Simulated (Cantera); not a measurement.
## Adiabatic ignition

An adiabatic, constant-volume homogeneous reactor starts with 8.18 % CO, 3.76 % H₂, 9.81 % O₂, 78.3 % N₂, equivalence ratio 0.61, at 1173 K and 4.80 bar.

Model: GRI-Mech 3.0 (53 species, 325 reactions), integrated in Cantera. The hydrogen kinetics of GRI-Mech 3.0 are dated; newer H2 mechanisms differ, most at raised pressure.

| t (s) | T (K) | P (bar) | x CO | x H₂ | x O₂ | x NO₂ | x OH |
|---|---|---|---|---|---|---|---|
| 6.00e-6 | 1173 | 4.80 | 0.0818 | 0.0376 | 0.0981 | <1e-12 | 3.66e-9 |
| 2.03e-5 | 1173 | 4.80 | 0.0818 | 0.0376 | 0.0981 | <1e-12 | 1.24e-7 |
| 6.87e-5 | 1872 | 7.39 | 0.0376 | 0.00147 | 0.0564 | 3.35e-8 | 0.00387 |
| 0.000233 | 2280 | 8.79 | 0.00206 | 0.000157 | 0.0412 | 1.56e-7 | 0.00185 |
| 0.000787 | 2286 | 8.81 | 0.00152 | 0.000125 | 0.0410 | 2.87e-7 | 0.00168 |
| 0.00266 | 2285 | 8.81 | 0.00152 | 0.000125 | 0.0408 | 7.73e-7 | 0.00167 |
| 0.00901 | 2283 | 8.80 | 0.00150 | 0.000124 | 0.0403 | 2.24e-6 | 0.00165 |
| 0.0305 | 2276 | 8.77 | 0.00147 | 0.000121 | 0.0391 | 5.62e-6 | 0.00161 |
| 0.103 | 2270 | 8.75 | 0.00143 | 0.000119 | 0.0380 | 8.92e-6 | 0.00156 |
| 0.349 | 2270 | 8.74 | 0.00143 | 0.000119 | 0.0378 | 9.35e-6 | 0.00155 |
| 1.18 | 2270 | 8.74 | 0.00143 | 0.000119 | 0.0378 | 9.35e-6 | 0.00155 |
| 4.00 | 2270 | 8.74 | 0.00143 | 0.000119 | 0.0378 | 9.35e-6 | 0.00155 |
x: mole fraction; the columns are a selection and need not sum to one.

| Quantity | Result |
|---|---|
| time of steepest temperature rise | 56.8 µs |
| temperature at 4.00 s | 2270 K |
| equilibrium temperature | 2270 K |
| x(CO) at 4.00 s | 0.00143 (gas-phase equilibrium 0.00143) |
| x(H₂) at 4.00 s | 0.000119 (gas-phase equilibrium 0.000119) |
| x(O₂) at 4.00 s | 0.0378 (gas-phase equilibrium 0.0378) |
